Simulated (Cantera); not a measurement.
**Equilibrium for aluminium and copper etching: Cu + HF**

Feed: 1 mol Cu, 3.2 mol HF, held at 1102 °C.

Cantera equilibrium calculation (NASA polynomials, part measured and part estimated; ideal gas, pure solids and liquids). Candidate condensed phases: Cu, CuF₂; 15 gas species. Kinetics and transport are ignored.

```csv
P (Pa),log p HF,log p Cu,log p CuF,log p H₂,log p H,n Cu(l)
1,-5.04,-6.08,-7.03,-7.33,-9.13,0.679
6.80,-4.18,-6.08,-6.45,-6.75,-8.84,0.944
46,-3.34,-6.08,-5.89,-6.20,-8.56,0.985
320,-2.50,-6.08,-5.33,-5.63,-8.28,0.995
2200,-1.66,-6.08,-4.77,-5.07,-8.00,0.997
15000,-0.82,-6.08,-4.22,-4.52,-7.72,0.999
100000,0.00,-6.08,-3.67,-3.97,-7.45,0.999
```
log p: log10 of the partial pressure in bar; n: condensed amount in mol.

From 1.00 Pa to 1.00 bar the condensed part is Cu(l). The main Cu-bearing gas is Cu at 1.00 Pa and CuF at 1.00 bar.
